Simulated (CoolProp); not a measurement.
Isobutane along the isobar 101 kPa: Z from the reference equation and from simpler models built on Tc = 134.7 °C, pc = 3629 kPa, ω = 0.184; each cubic takes its own stable root.

Values from CoolProp's reference Helmholtz-energy equation of state, Bücker 2006.

```csv
T (°C),phase,reference,Redlich-Kwong,Soave-Redlich-Kwong,Peng-Robinson
-133.65,liquid,0.007068,0.007702,0.007692,0.006866
-118.45,liquid,0.006505,0.007062,?,0.006276
-103.25,liquid,0.006048,0.006548,0.006511,0.005800
-88.05,liquid,0.005673,0.006130,0.006081,0.005411
-72.85,liquid,0.005361,?,0.005728,0.005091
-57.65,liquid,0.005101,?,0.005436,?
-42.45,liquid,0.004883,0.005281,0.005197,0.004608
-27.25,liquid,0.004701,0.005098,?,0.004431
```

What belongs in the gaps?


- -118.45, Soave-Redlich-Kwong: 0.007038
- -72.85, Redlich-Kwong: 0.005789
- -57.65, Redlich-Kwong: 0.005509
- -57.65, Peng-Robinson: 0.004826
- -27.25, Soave-Redlich-Kwong: 0.005002
